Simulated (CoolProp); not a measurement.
Values from CoolProp's reference Helmholtz-energy equation of state, Gao 2022.

Problem. For n-perfluorobutane, give the phase and the cp (kJ/(kg K)), cv (kJ/(kg K)), isothermal compressibility (1/MPa), expansivity (1/kK) at 450 K and 11.6 bar.

Solution. 
- 450 K and 11.6 bar: gas; cp 1.01, cv 0.953, isothermal compressibility 0.962, expansivity 3.27
